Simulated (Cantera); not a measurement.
A closed system holds: 1 mol Cr2O3, 370 mol H2, 51 mol N2, held at 0.100 bar.

Cantera equilibrium calculation (NASA polynomials, part measured and part estimated; ideal gas, pure solids and liquids). Candidate condensed phases: Cr, CrN, Cr2N, Cr2O3, H2O; 29 gas species. Mutual solubility and eutectic melting of coexisting phases are not modelled. Kinetics and transport are ignored.

Which condensed phases are stable at each of these points (T (°C)): 650, 700, 750, 800, 850, 900, 950, 1000, 1050, 1100, 1150, 1200, 1250, 1300?


```csv
T (°C),condensed phases,Cr condensed (%)
650,CrN(s) + Cr2O3(s),100.0
700,CrN(s) + Cr2O3(s),100.0
750,CrN(s) + Cr2O3(s),100.0
800,CrN(s) + Cr2O3(s),100.0
850,Cr2N(s) + Cr2O3(s),100.0
900,Cr2N(s) + Cr2O3(s),100.0
950,Cr2N(s) + Cr2O3(s),100.0
1000,Cr2N(s) + Cr2O3(s),100.0
1050,Cr2N(s) + Cr2O3(s),100.0
1100,Cr2N(s) + Cr2O3(s),100.0
1150,Cr(s) + Cr2O3(s),100.0
1200,Cr(s) + Cr2O3(s),99.9
1250,Cr(s) + Cr2O3(s),99.8
1300,Cr(s) + Cr2O3(s),99.5
```

From 650 °C to 800 °C the condensed part is CrN(s) + Cr2O3(s). From 850 °C to 1100 °C the condensed part is Cr2N(s) + Cr2O3(s). From 1150 °C to 1300 °C the condensed part is Cr(s) + Cr2O3(s).
